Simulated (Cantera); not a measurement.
A closed system holds: 1 mol SiH4, 1.6 mol NH3, at 1452 °C.

Method: chemical equilibrium by Gibbs-energy minimisation in Cantera with the NASA 1993 tables (ideal gas, pure condensed phases). Candidate condensed phases: Si, Si3N4; 18 gas species. Mutual solubility and eutectic melting of coexisting phases are not modelled. The tables' values for SiN are old estimates; treat these amounts as uncertain. Gases not in the tables: Si2H6 and higher silanes. Rates play no part.

x: gas mole fraction; n: condensed amount in mol.

```json
[
 {"P (Pa)": "5", "x H2": "0.807", "x N2": "0.149", "x H": "0.0236", "x Si": "0.0203", "x SiH": "0.000184", "x Si2": "9.68e-5", "n Si(l)": "0.888", "n Si3N4(s)": "0"},
 {"P (Pa)": "17", "x H2": "0.829", "x N2": "0.152", "x H": "0.0130", "x Si": "0.00597", "x SiH": "0.000101", "x Si2": "2.85e-5", "n Si(l)": "0.967", "n Si3N4(s)": "0"},
 {"P (Pa)": "59", "x H2": "0.838", "x N2": "0.153", "x H": "(withheld)", "x Si": "(withheld)", "x SiH": "(withheld)", "x Si2": "(withheld)", "n Si(l)": "0.990", "n Si3N4(s)": "0"},
 {"P (Pa)": "210", "x H2": "0.842", "x N2": "0.153", "x H": "(withheld)", "x Si": "(withheld)", "x SiH": "(withheld)", "x Si2": "(withheld)", "n Si(l)": "0.997", "n Si3N4(s)": "0"},
 {"P (Pa)": "710", "x H2": "0.844", "x N2": "0.154", "x H": "0.00203", "x Si": "0.000143", "x SiH": "1.58e-5", "x Si2": "6.82e-7", "n Si(l)": "0.999", "n Si3N4(s)": "0"},
 {"P (Pa)": "2400", "x H2": "0.897", "x N2": "0.102", "x H": "0.00114", "x Si": "4.23e-5", "x SiH": "8.87e-6", "x Si2": "2.02e-7", "n Si(l)": "0.551", "n Si3N4(s)": "0.150"},
 {"P (Pa)": "8400", "x H2": "0.970", "x N2": "0.0294", "x H": "0.000631", "x Si": "1.20e-5", "x SiH": "4.90e-6", "x Si2": "5.70e-8", "n Si(l)": "0", "n Si3N4(s)": "0.333"},
 {"P (Pa)": "29000", "x H2": "0.970", "x N2": "0.0294", "x H": "0.000340", "x Si": "1.52e-6", "x SiH": "1.16e-6", "x Si2": "3.17e-9", "n Si(l)": "0", "n Si3N4(s)": "0.333"},
 {"P (Pa)": "100000", "x H2": "0.970", "x N2": "0.0294", "x H": "0.000183", "x Si": "1.94e-7", "x SiH": "2.73e-7", "x Si2": "1.76e-10", "n Si(l)": "0", "n Si3N4(s)": "0.333"}
]
```

### Question
Complete the blanks.

### Answer

- 59, x H: 0.00700
- 59, x Si: 0.00172
- 59, x SiH: 5.47e-5
- 59, x Si2: 8.20e-6
- 210, x H: 0.00372
- 210, x Si: 0.000483
- 210, x SiH: 2.91e-5
- 210, x Si2: 2.30e-6
